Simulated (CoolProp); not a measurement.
Computed with CoolProp (reference Helmholtz-energy equation of state, Thol 2018).

### Question
Give the vapour pressure (bar), liquid density (kg/m³), vapour density (kg/m³) of saturated hydrogen chloride at -40.15, -5.75 °C.

### Answer
```tsv
T (°C)	p (bar)	liquid density (kg/m³)	vapour density (kg/m³)
-40.15	7.62	1060	16.2
-5.75	22.2	950	47.2
```
